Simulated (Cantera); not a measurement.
**Thermodynamics of silicon epitaxy and polysilicon growth, feed SiHCl₃ + N₂ + Cl₂**

Input: 1 mol SiHCl₃, a varied amount of N₂, 0.15 mol Cl₂, held at 1198.15 K and 1 atm.

Cantera equilibrium calculation (NASA polynomials, part measured and part estimated; ideal gas, pure solids and liquids). Candidate condensed phases: NH₄Cl, Si, Si₃N₄; 28 gas species. N₂ is the only nitrogen source here; it is nearly inert below about 1500 K, so the nitride shown seldom forms there in practice. The tables' values for SiCl₃ are old estimates; treat these amounts as uncertain. Rates play no part.

```
n(N₂) (mol)   x N₂    x HCl  x SiCl₄      x H₂  x SiHCl₃   x SiCl₃  x SiCl₂     x NH₃  n Si₃N₄(s)
-----------  -----  -------  -------  --------  --------  --------  -------  --------  ----------
3.7          0.697    0.147    0.128    0.0269  0.000634  0.000557  2.13e-5   7.20e-7       0.119
6.1          0.794    0.104   0.0854    0.0158  0.000350  0.000401  1.66e-5   3.45e-7       0.122
10           0.865   0.0707   0.0551   0.00889  0.000186  0.000285  1.30e-5   1.52e-7       0.124
17           0.916   0.0454   0.0336   0.00460   9.16e-5  0.000194  9.95e-6   5.84e-8       0.127
28           0.947   0.0293   0.0207   0.00241   4.59e-5  0.000135  7.73e-6   2.25e-8       0.129
47           0.968   0.0183   0.0124   0.00120   2.20e-5   9.14e-5  5.95e-6   8.03e-9       0.131
79           0.981   0.0113  0.00740  0.000590   1.04e-5   6.19e-5  4.57e-6   2.77e-9       0.133
130          0.988  0.00702  0.00449  0.000294   5.06e-6   4.25e-5  3.55e-6  9.78e-10       0.135
220          0.993  0.00424  0.00264  0.000139   2.34e-6   2.85e-5  2.72e-6  3.19e-10       0.136
```
x: gas mole fraction; n: condensed amount in mol.

From 3.7 mol N₂ to 220 mol N₂ the condensed part is Si₃N₄(s). The main Si-bearing gas is SiCl₄ throughout. The share of Si in condensed phases is highest at 220 mol N₂ (40.7 %) and lowest at 3.7 mol N₂ (35.6 %).
